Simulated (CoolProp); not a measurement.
A Linde-Hampson liquefier for carbon monoxide: isothermal reversible compression at 300 K from 1 atm to 10 MPa, throttling to 1 atm, return gas leaving the recuperator 2 K below the feed. Each further row changes one setting.

Computed with CoolProp (reference Helmholtz-energy equation of state, Lemmon 2006). It is a short technical equation, of lower accuracy than the large ones.

```
case                        liquid yield per pass  compression work (kJ/kg of gas)
--------------------------  ---------------------  -------------------------------
as stated                                   0.046                              407
high pressure 20 MPa                        0.080                              470
warm-end temperature 330 K                  0.034                              450
warm-end gap 7 K                            0.035                              407
```
